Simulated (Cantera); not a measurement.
Input: 1 mol Cu2O, 0.77 mol CO, equilibrated at 1 atm.

Method: chemical equilibrium by Gibbs-energy minimisation in Cantera with the NASA 1993 tables (ideal gas, pure condensed phases). Candidate condensed phases: C, Cu, CuO, Cu2O; 15 gas species. Mutual solubility and eutectic melting of coexisting phases are not modelled. Rates play no part. All values below are at 1398 K.

Base state: CO2 1.000, CO 0.000289, O2 1.06e-5 (mole fractions); condensed: Cu(l) + Cu2O(s).

Q: What changes in the equilibrium state with this change: Cu2O replaced by Fe3O4?

A: 
| species | before | after |
|---|---|---|
| CO2 | 1.000 | 0.951 |
| CO | 0.000289 | 0.0493 |
| O2 | 1.06e-5 | <1e-9 |
| Cu(l), mol | 1.54 | 0 |
| Cu2O(s), mol | 0.230 | 0 |
| FeO(s), mol | 0 | 2.20 |
| Fe3O4(s), mol | 0 | 0.268 |
The tables' stoichiometric FeO is somewhat more stable than real wüstite, so its field is too wide. FeO: taken at fixed stoichiometry. Further candidate phases: Fe, Fe(CO)5, FeO, Fe2O3, Fe3O4.
